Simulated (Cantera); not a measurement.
A closed system holds: 1 mol SiH4, 0.084 mol CH4, 110 mol H2, held at 1330 Pa.

Cantera equilibrium calculation (NASA polynomials, part measured and part estimated; ideal gas, pure solids and liquids). Candidate condensed phases: C, C6H6, C7H8, C8H18, Si, SiC; 87 gas species. Mutual solubility and eutectic melting of coexisting phases are not modelled. Gases not in the tables: Si2H6 and higher silanes. Kinetics and transport are ignored.

**Question.** Which condensed phases are stable at each of these points (T (K)): 1498, 1548, 1598, 1648, 1698, 1748, 1798?

**Answer.** 
```
T (K)  condensed phases  Si condensed (%)
-----  ----------------  ----------------
1498     Si(s) + SiC(s)             100.0
1548     Si(s) + SiC(s)              99.9
1598     Si(s) + SiC(s)              99.8
1648     Si(s) + SiC(s)              99.6
1698     Si(l) + SiC(s)              99.2
1748     Si(l) + SiC(s)              98.3
1798     Si(l) + SiC(s)              96.6
```

From 1498 K to 1648 K the condensed part is Si(s) + SiC(s). From 1698 K to 1798 K the condensed part is Si(l) + SiC(s).
